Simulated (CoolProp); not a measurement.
Vapour-liquid equilibrium of cyclopentane (1) + octamethylcyclotetrasiloxane (D4) (2) at 52.05 °C; x and y are mole fractions of (1).

Model: multi-fluid Helmholtz-energy mixture model, Gedanitz 2015 and Thol 2015; pair parameters Bell 2016, in CoolProp.

| x | bubble pressure, mixture model (MPa) | bubble pressure, Raoult's law (MPa) | y, mixture model | y, Raoult's law |
|---|---|---|---|---|
| 0.05 | 0.004895 | 0.006322 | 0.841 | 0.878 |
| 0.2 | 0.01796 | 0.02285 | 0.963 | 0.972 |
| 0.35 | 0.03245 | 0.03938 | 0.983 | 0.987 |
| 0.5 | 0.04848 | 0.05590 | 0.992 | 0.993 |
| 0.65 | 0.06612 | 0.07243 | 0.996 | 0.996 |
| 0.8 | 0.08527 | 0.08896 | 0.998 | 0.998 |
| 0.95 | 0.1049 | 0.1055 | 1.000 | 1.000 |

The largest gap from Raoult's law is -22.6 % in bubble pressure, at x = 0.05. No azeotrope shows between x = 0.05 and 0.95.

Pair parameters are fitted to limited data, so mixtures are less certain than the pure fluids.
